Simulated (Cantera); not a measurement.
# Ignition delay

Mixture: CH4 : O2 : N2 = 1 : 0.952 : 3.52 (molar parts), at 12.0 bar, adiabatic and at constant pressure. Ignition delay is the time to a rise of 400 K.

Computed with Cantera and GRI-Mech 3.0 (53 species, 325 reactions). The pressure lies above the range GRI-Mech 3.0 was tuned for (to about 10 atm).

```json
[
 {"T0 (K)": "1100", "delay (ms)": "20.7"},
 {"T0 (K)": "1175", "delay (ms)": "7.76"},
 {"T0 (K)": "1250", "delay (ms)": "3.13"},
 {"T0 (K)": "1325", "delay (ms)": "1.35"},
 {"T0 (K)": "1400", "delay (ms)": "0.607"},
 {"T0 (K)": "1475", "delay (ms)": "0.285"},
 {"T0 (K)": "1550", "delay (ms)": "0.138"},
 {"T0 (K)": "1625", "delay (ms)": "0.0696"},
 {"T0 (K)": "1700", "delay (ms)": "0.0364"}
]
```

```
Property                                                 Value
--------------------------------------------------  ----------
apparent activation energy between 1550 and 1700 K  190 kJ/mol
```
